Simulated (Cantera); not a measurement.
Input: 1 mol Si, 0.89 mol Cl2, 9.2 mol H2, at 600 °C and 82.5 Torr.

Equilibrium computed with Cantera from the NASA thermochemical tables; the gas is ideal and each condensed phase is pure. Candidate condensed phases: Si; 19 gas species. The tables' values for SiCl3 are old estimates; treat these amounts as uncertain. Kinetics and transport are ignored.

Base state: H2 0.946, SiCl4 0.0334, SiHCl3 0.0150, HCl 0.00452, SiH2Cl2 0.000616, SiCl3 0.000125, SiCl2 2.73e-5 (mole fractions); condensed: Si(s).

What changes in the equilibrium state with this change: temperature from 600 °C to 927 °C?


| species | before | after |
|---|---|---|
| H2 | 0.946 | 0.907 |
| HCl | 0.00452 | 0.0537 |
| SiCl4 | 0.0334 | 0.0186 |
| SiHCl3 | 0.0150 | 0.00855 |
| SiCl2 | 2.73e-5 | 0.00750 |
| SiCl3 | 0.000125 | 0.00399 |
| Si(s), mol | 0.526 | 0.616 |
